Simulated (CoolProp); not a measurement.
Vapour-liquid equilibrium of R134a (1) + methanol (2) at 13.9 kPa; x and y are mole fractions of (1).

Computed with CoolProp (multi-fluid Helmholtz-energy mixture model, Tillner-Roth 1994 and de Reuck 1993; pair parameters Bell 2016).

Give the bubble temperature and the first vapour's composition at x = 0.5, 0.65, 0.95. Is there an azeotrope?

x = 0.5: -56.6 °C, y = 0.998; x = 0.65: -57.8 °C, y = 0.998; x = 0.95: -61.3 °C, y = 1.000. No azeotrope shows between x = 0.05 and 0.95.

The pair parameters rest on a limited set of measurements; away from them the model extrapolates. With so large a gap from Raoult's law the liquid may split in two, which this calculation doesn't test in full.
